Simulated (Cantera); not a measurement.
Charge: 1 mol S, 0.13 mol H2, 2.1 mol O2, held at 3398 K and 2300000 Pa.

Equilibrium computed with Cantera from the NASA thermochemical tables; the gas is ideal and each condensed phase is pure. Candidate condensed phases: H2O, H2SO4, S; 19 gas species. Kinetics and transport are ignored.

Base state: O2 0.435, SO2 0.402, O 0.0520, OH 0.0365, H2O 0.0348, SO 0.0328, H 0.00389, H2 0.00161 (mole fractions); condensed: gas only.

### Question
What changes in the equilibrium state with this change: O2 from 2.1 to 0.13 mol?

### Answer
```tsv
species	before	after
S2	1.15e-5	0.439
SO	0.0328	0.171
S	0.000501	0.0978
O2	0.435	0.000311
SO2	0.402	0.0562
H2S	1.66e-6	0.0133
SH	5.95e-5	0.0744
S2O	1.09e-5	0.0111
H2	0.00161	0.0662
O	0.0520	0.00139
H	0.00389	0.0250
OH	0.0365	0.00627
H2O	0.0348	0.0383
SO3	0.000745	2.78e-6
HO2	0.000180	8.25e-7
```

### Question
What changes in the equilibrium state with this change: H2 from 0.13 to 2.8 mol?

### Answer
```
species   before    after
-------  -------  -------
H2O       0.0348    0.516
SO2        0.402    0.165
H2       0.00161    0.115
O2         0.435   0.0187
H        0.00389   0.0329
O         0.0520   0.0108
SO        0.0328   0.0651
OH        0.0365   0.0641
H2S      1.66e-6  0.00114
S2       1.15e-5  0.00106
```

### Question
What changes in the equilibrium state with this change: H2 from 0.13 to 0.07 mol?

### Answer
```json
[
 {"species": "O2", "before": "0.435", "after": "0.457"},
 {"species": "SO2", "before": "0.402", "after": "0.410"},
 {"species": "O", "before": "0.0520", "after": "0.0533"},
 {"species": "H2O", "before": "0.0348", "after": "0.0163"},
 {"species": "OH", "before": "0.0365", "after": "0.0253"},
 {"species": "SO", "before": "0.0328", "after": "0.0326"},
 {"species": "H2", "before": "0.00161", "after": "0.000735"},
 {"species": "SH", "before": "5.95e-5", "after": "3.90e-5"},
 {"species": "H", "before": "0.00389", "after": "0.00263"}
]
```
